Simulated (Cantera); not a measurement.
A perfectly stirred reactor is fed with C2H4 : H2 = 1 : 21 (molar parts), at 750 Pa; it is held at 1950 K, and followed from long to short residence time.

Cantera simulation using GRI-Mech 3.0 (53 species, 325 reactions); the numbers are that mechanism's predictions, not measurements. GRI-Mech 3.0 was tuned for natural gas; its chemistry of ethylene as a main component is partial and can be far from experiment. GRI-Mech 3.0 stops at C3 and has no aromatics, soot or wall deposition, so with more carbon than oxygen in the feed, carbon stays in small species such as C2H2 where larger ones or solid carbon would form. Radical loss at walls, strong at low pressure, is not modelled.

Task: What does this change do: pressure from 750 Pa to 1800 Pa?

Result: 
```tsv
quantity	before	after
x(C2H4) at τ = 5.60 s	6.55e-6	8.50e-6
x(H2) at τ = 5.60 s	0.948	0.949
x(CH4) at τ = 5.60 s	3.57e-5	6.83e-5
x(C2H2) at τ = 5.60 s	0.0432	0.0433
x(C2H6) at τ = 5.60 s	1.65e-11	6.59e-11
x(C2H4) at τ = 78.0 ms	0.00200	0.000734
x(H2) at τ = 78.0 ms	0.956	0.956
x(CH4) at τ = 78.0 ms	1.36e-5	2.26e-5
x(C2H2) at τ = 78.0 ms	0.0415	0.0427
x(C2H6) at τ = 78.0 ms	1.07e-9	1.15e-9
```

Task: What does this change do: C2H4 1 to 2.4 parts?

Result: 
| quantity | before | after |
|---|---|---|
| x(C2H4) at τ = 5.60 s | 6.55e-6 | 1.34e-5 |
| x(H2) at τ = 5.60 s | 0.948 | 0.898 |
| x(CH4) at τ = 5.60 s | 3.57e-5 | 5.62e-5 |
| x(C2H2) at τ = 5.60 s | 0.0432 | 0.0925 |
| x(C2H6) at τ = 5.60 s | 1.65e-11 | 3.98e-11 |
| x(C2H4) at τ = 78.0 ms | 0.00200 | 0.00407 |
| x(H2) at τ = 78.0 ms | 0.956 | 0.906 |
| x(CH4) at τ = 78.0 ms | 1.36e-5 | 3.12e-5 |
| x(C2H2) at τ = 78.0 ms | 0.0415 | 0.0893 |
| x(C2H6) at τ = 78.0 ms | 1.07e-9 | 2.18e-9 |
